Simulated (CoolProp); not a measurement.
A Linde-Hampson liquefier for methane: isothermal reversible compression at 300 K from 1 atm to 30 MPa, throttling to 1 atm, return gas leaving the recuperator 2 K below the feed. Each further row changes one setting.

Computed with CoolProp (reference Helmholtz-energy equation of state, Setzmann 1991).

| case | liquid yield per pass | compression work (kJ/kg of gas) |
|---|---|---|
| as stated | 0.232 | 833 |
| high pressure 60 MPa | 0.241 | 951 |
| warm-end temperature 330 K | 0.180 | 937 |
| warm-end gap 7 K | 0.222 | 833 |
